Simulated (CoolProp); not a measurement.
Saturation properties of fluorine (Tc = -128.7 °C, pc = 5.240 MPa, ω = 0.045).

Model: reference Helmholtz-energy equation of state, de Reuck 1990, in CoolProp.

```json
[
 {"T (°C)": "-173.65", "p (MPa)": "0.4105", "enthalpy of vaporisation (kJ/kg)": "159.0", "vapour Z": "0.9114", "surface tension (mN/m)": "9.59"},
 {"T (°C)": "-170.75", "p (MPa)": "0.5166", "enthalpy of vaporisation (kJ/kg)": "?", "vapour Z": "0.8969", "surface tension (mN/m)": "8.84"},
 {"T (°C)": "-167.75", "p (MPa)": "0.6463", "enthalpy of vaporisation (kJ/kg)": "151.4", "vapour Z": "0.8805", "surface tension (mN/m)": "8.08"},
 {"T (°C)": "-164.85", "p (MPa)": "0.7928", "enthalpy of vaporisation (kJ/kg)": "147.3", "vapour Z": "0.8632", "surface tension (mN/m)": "7.35"},
 {"T (°C)": "-161.95", "p (MPa)": "0.9620", "enthalpy of vaporisation (kJ/kg)": "143.0", "vapour Z": "0.8444", "surface tension (mN/m)": "6.64"},
 {"T (°C)": "-158.95", "p (MPa)": "1.163", "enthalpy of vaporisation (kJ/kg)": "138.2", "vapour Z": "0.8231", "surface tension (mN/m)": "5.92"},
 {"T (°C)": "-156.05", "p (MPa)": "1.384", "enthalpy of vaporisation (kJ/kg)": "133.2", "vapour Z": "0.8007", "surface tension (mN/m)": "5.23"},
 {"T (°C)": "-153.05", "p (MPa)": "1.643", "enthalpy of vaporisation (kJ/kg)": "127.5", "vapour Z": "0.7754", "surface tension (mN/m)": "4.54"},
 {"T (°C)": "-150.15", "p (MPa)": "1.925", "enthalpy of vaporisation (kJ/kg)": "121.6", "vapour Z": "0.7486", "surface tension (mN/m)": "?"},
 {"T (°C)": "-147.25", "p (MPa)": "2.240", "enthalpy of vaporisation (kJ/kg)": "?", "vapour Z": "0.7192", "surface tension (mN/m)": "3.26"},
 {"T (°C)": "-144.25", "p (MPa)": "2.604", "enthalpy of vaporisation (kJ/kg)": "107.4", "vapour Z": "0.6854", "surface tension (mN/m)": "2.63"},
 {"T (°C)": "-141.35", "p (MPa)": "2.995", "enthalpy of vaporisation (kJ/kg)": "99.02", "vapour Z": "0.6488", "surface tension (mN/m)": "?"},
 {"T (°C)": "-138.35", "p (MPa)": "3.442", "enthalpy of vaporisation (kJ/kg)": "88.86", "vapour Z": "0.6057", "surface tension (mN/m)": "1.47"}
]
```

### Question
What belongs in the gaps?

### Answer

- -170.75, enthalpy of vaporisation (kJ/kg): 155.4
- -150.15, surface tension (mN/m): 3.89
- -147.25, enthalpy of vaporisation (kJ/kg): 115.0
- -141.35, surface tension (mN/m): 2.04

It boils at -188.1 °C under 1 atm.

Surface tension comes from a separate correlation (Mulero 2012).
